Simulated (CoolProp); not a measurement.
C2F6 (R116) along the isotherm 311 K: fugacity coefficient from the reference equation and from simpler models built on Tc = 293.0 K, pc = 3.048 MPa, ω = 0.257; each cubic takes its own stable root.

The numbers come from the reference Helmholtz-energy equation of state, Lemmon 2006 in CoolProp. It is a short technical equation, of lower accuracy than the large ones.

| p (MPa) | phase | reference | van der Waals | Redlich-Kwong | Soave-Redlich-Kwong |
|---|---|---|---|---|---|
| 0.762 | gas | 0.9329 | 0.9362 | 0.9294 | 0.9315 |
| 1.52 | gas | 0.8673 | 0.8732 | 0.8611 | 0.8654 |
| 2.29 | gas | 0.8014 | 0.8089 | 0.7931 | 0.7997 |
| 3.05 | supercritical | 0.7366 | 0.7439 | 0.7267 | 0.7359 |
| 3.81 | supercritical | 0.6711 | 0.6732 | 0.6591 | 0.6721 |
| 4.57 | supercritical | 0.6050 | 0.6033 | 0.5923 | 0.6095 |
| 5.33 | supercritical | 0.5474 | 0.5499 | 0.5375 | 0.5558 |
| 6.1 | supercritical | 0.5014 | 0.5089 | 0.4944 | 0.5126 |
| 6.86 | supercritical | 0.4657 | 0.4777 | 0.4607 | 0.4787 |
| 7.62 | supercritical | 0.4370 | 0.4531 | 0.4337 | 0.4513 |
